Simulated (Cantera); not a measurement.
## Equilibrium for fluorocarbon and chlorocarbon gases: CCl₄ + Si

Feed: 1 mol CCl₄, 0.02 mol Si, equilibrated at 4.70 Pa.

Method: chemical equilibrium by Gibbs-energy minimisation in Cantera with the NASA 1993 tables (ideal gas, pure condensed phases). Candidate condensed phases: C, Si, SiC; 32 gas species. Ions and electrons are included (thermal ionisation). Kinetics and transport are ignored.

```json
[
 {"T (K)": "3000", "x Cl": "0.829", "x C": "0.140", "x C₃": "0.0146", "x C₂": "0.0114"},
 {"T (K)": "3250", "x Cl": "0.800", "x C": "0.192", "x C₃": "0.000601", "x C₂": "0.00323"},
 {"T (K)": "3500", "x Cl": "0.797", "x C": "0.198", "x C₃": "1.91e-5", "x C₂": "0.000683"},
 {"T (K)": "3750", "x Cl": "0.797", "x C": "0.199", "x C₃": "8.95e-7", "x C₂": "0.000169"},
 {"T (K)": "4000", "x Cl": "0.796", "x C": "0.199", "x C₃": "6.07e-8", "x C₂": "4.97e-5"},
 {"T (K)": "4250", "x Cl": "0.795", "x C": "0.199", "x C₃": "5.63e-9", "x C₂": "1.68e-5"},
 {"T (K)": "4500", "x Cl": "0.794", "x C": "0.198", "x C₃": "6.77e-10", "x C₂": "6.37e-6"},
 {"T (K)": "4750", "x Cl": "0.793", "x C": "0.198", "x C₃": "1.01e-10", "x C₂": "2.66e-6"},
 {"T (K)": "5000", "x Cl": "0.791", "x C": "0.196", "x C₃": "1.79e-11", "x C₂": "1.20e-6"}
]
```
x: gas mole fraction; nothing condenses.

From 3000 K to 5000 K nothing is condensed. The main Si-bearing gas is Si at 3000 K and Si+ at 5000 K.
